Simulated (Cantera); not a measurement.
Input (Python, Cantera) and output of one run.

```python
import numpy as np
import cantera as ct

gas_names = """
    CL CL2 H HCL H2 N NH NH2 NH3 N2 N2H2 N2H4 Si SiCL SiCL2 SiCL3 SiCL4 SiH SiHCL3 SiH2 SiH2CL2 SiH3
    SiH3CL SiH4 SiN Si2 Si2N Si3
""".split()
cond_names = """
    NH4CL(a) NH4CL(b) Si(cr) Si(L) Si3N4(a)
""".split()


# ... load() reads the species with a 1 bar reference pressure and builds the phases ...
atoms = {
    'SiH2Cl2': {'Si': 1, 'H': 2, 'CL': 2},
    'N2': {'N': 2},
}
top_T = {'Si3N4(a)': 2400}  # K; cautious upper limits of use, not melting points


# ... equilibrate(T, P, feed) seeds the gas with the atoms and calls Mixture.equilibrate('TP', solver="vcs", rtol=1e-11, max_steps=5000) ...
results = []
T = 1025  # K
P = 1333.22  # Pa
for m in [4.9, 5.9, 7.1, 8.5, 10, 12, 15, 18, 21, 26]:
    feed = {'SiH2Cl2': 1, 'N2': m}  # mol
    mix = equilibrate(T, P, feed)
    results.append((T, P, feed, dict(zip(mix.species_names, mix.species_moles))))
    x = sorted(zip(gas.X, gas.species_names), reverse=True)
    print(f"T = {T:g} K  P = {P:g} Pa  n(N2) = {m:g} mol  gas = {mix.phase_moles(0):.4g} mol")
    print("   x: " + "  ".join(f"{s} {v:.3e}" for v, s in x if v > 0.0001))
    print("   condensed (mol): " + ("  ".join(f"{mix.phase(i).name} {mix.phase_moles(i):.4g}"
          for i in range(1, mix.n_phases) if mix.phase_moles(i) > 1e-12) or "none"))
```

Result:

```
T = 1025 K  P = 1333.22 Pa  n(N2) = 4.9 mol  gas = 6.169 mol
   x: N2 7.073e-01  HCL 1.980e-01  H2 6.308e-02  SiCL4 3.144e-02
   condensed (mol): Si3N4(a) 0.2683
T = 1025 K  P = 1333.22 Pa  n(N2) = 5.9 mol  gas = 7.171 mol
   x: N2 7.473e-01  HCL 1.739e-01  H2 5.245e-02  SiCL4 2.614e-02
   condensed (mol): Si3N4(a) 0.2705
T = 1025 K  P = 1333.22 Pa  n(N2) = 7.1 mol  gas = 8.373 mol
   x: N2 7.828e-01  HCL 1.520e-01  H2 4.338e-02  SiCL4 2.162e-02
   condensed (mol): Si3N4(a) 0.2727
T = 1025 K  P = 1333.22 Pa  n(N2) = 8.5 mol  gas = 9.775 mol
   x: N2 8.134e-01  HCL 1.328e-01  H2 3.590e-02  SiCL4 1.789e-02
   condensed (mol): Si3N4(a) 0.2747
T = 1025 K  P = 1333.22 Pa  n(N2) = 10 mol  gas = 11.28 mol
   x: N2 8.377e-01  HCL 1.170e-01  H2 3.014e-02  SiCL4 1.502e-02
   condensed (mol): Si3N4(a) 0.2766
T = 1025 K  P = 1333.22 Pa  n(N2) = 12 mol  gas = 13.28 mol
   x: N2 8.617e-01  HCL 1.012e-01  H2 2.469e-02  SiCL4 1.230e-02
   condensed (mol): Si3N4(a) 0.2786
T = 1025 K  P = 1333.22 Pa  n(N2) = 15 mol  gas = 16.28 mol
   x: N2 8.868e-01  HCL 8.435e-02  H2 1.924e-02  SiCL4 9.587e-03
   condensed (mol): Si3N4(a) 0.281
T = 1025 K  P = 1333.22 Pa  n(N2) = 18 mol  gas = 19.28 mol
   x: N2 9.041e-01  HCL 7.243e-02  H2 1.563e-02  SiCL4 7.791e-03
   condensed (mol): Si3N4(a) 0.283
T = 1025 K  P = 1333.22 Pa  n(N2) = 21 mol  gas = 22.28 mol
   x: N2 9.168e-01  HCL 6.355e-02  H2 1.309e-02  SiCL4 6.524e-03
   condensed (mol): Si3N4(a) 0.2846
T = 1025 K  P = 1333.22 Pa  n(N2) = 26 mol  gas = 27.29 mol
   x: N2 9.318e-01  HCL 5.287e-02  H2 1.021e-02  SiCL4 5.086e-03
   condensed (mol): Si3N4(a) 0.2868
```

Equilibrium computed with Cantera from the NASA thermochemical tables; the gas is ideal and each condensed phase is pure. N2 is the only nitrogen source here; it is nearly inert below about 1500 K, so the nitride shown seldom forms there in practice. The tables' values for SiCl3 are old estimates; treat these amounts as uncertain.
